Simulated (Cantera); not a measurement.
An adiabatic, constant-volume homogeneous reactor starts with CH4 : C2H6 : O2 : N2 = 1 : 0.069 : 2.24 : 8.43 (molar parts), equivalence ratio 1.0, at 1475 K and 1.00 bar. Integrator tolerance rtol = 1e-08.

Model: GRI-Mech 3.0 (53 species, 325 reactions), integrated in Cantera.

**Question.** What does this change do: CH4 1 to 0.36 parts?

**Answer.** 
```json
[
 {"quantity": "time of steepest temperature rise", "before": "0.420 ms", "after": "0.169 ms"},
 {"quantity": "temperature at 5.00 s", "before": "2896 K", "after": "2475 K"},
 {"quantity": "equilibrium temperature", "before": "2896 K", "after": "2475 K"},
 {"quantity": "x(CH4) at 5.00 s", "before": "<1e-12 (gas-phase equilibrium <1e-12)", "after": "<1e-12 (gas-phase equilibrium <1e-12)"},
 {"quantity": "x(C2H6) at 5.00 s", "before": "<1e-12 (gas-phase equilibrium <1e-12)", "after": "<1e-12 (gas-phase equilibrium <1e-12)"},
 {"quantity": "x(O2) at 5.00 s", "before": "0.0210 (gas-phase equilibrium 0.0210)", "after": "0.105 (gas-phase equilibrium 0.105)"},
 {"quantity": "x(CH2) at 5.00 s", "before": "<1e-12 (gas-phase equilibrium <1e-12)", "after": "<1e-12 (gas-phase equilibrium <1e-12)"},
 {"quantity": "x(HCN) at 5.00 s", "before": "3.63e-9 (gas-phase equilibrium 3.63e-9)", "after": "3.81e-12 (gas-phase equilibrium 3.81e-12)"},
 {"quantity": "x(CO2) at 5.00 s", "before": "0.0440 (gas-phase equilibrium 0.0440)", "after": "0.0413 (gas-phase equilibrium 0.0413)"},
 {"quantity": "x(H2) at 5.00 s", "before": "0.0209 (gas-phase equilibrium 0.0209)", "after": "0.000971 (gas-phase equilibrium 0.000971)"}
]
```
